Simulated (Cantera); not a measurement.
A perfectly stirred reactor is fed with H2 : O2 : N2 = 1 : 0.526 : 1.98 (molar parts), at 383 Torr; it is adiabatic with a 600 K inlet, and is followed from long to short residence time, starting on the burning branch (τ in s: 0.21, 0.089, 0.038, 0.016, 0.0067, 0.0028, 0.0012, 0.00051, 0.00021, 9e-05, 3.8e-05, 1.6e-05).

Cantera simulation using the H2/O2 subset of GRI-Mech 3.0, which has no nitrogen chemistry; the numbers are that mechanism's predictions, not measurements.

Problem. What does this change do: 0.16 parts H2O added?

Solution. 
```csv
quantity,before,after
"blow-out, bracketed by the residence times tried","burning at 38.0 µs, out at 16.0 µs","burning at 38.0 µs, out at 16.0 µs"
x(H2) at τ = 0.210 s,0.0188,0.0159
x(O2) at τ = 0.210 s,0.0144,0.0131
x(OH) at τ = 0.210 s,0.0141,0.0117
x(H) at τ = 0.210 s,0.00445,0.00301
x(H2O) at τ = 0.210 s,0.299,0.338
x(H2) at τ = 1.20 ms,0.0382,0.0371
x(O2) at τ = 1.20 ms,0.0242,0.0236
x(OH) at τ = 1.20 ms,0.0191,0.0175
x(H) at τ = 1.20 ms,0.0226,0.0194
x(H2O) at τ = 1.20 ms,0.259,0.296
```
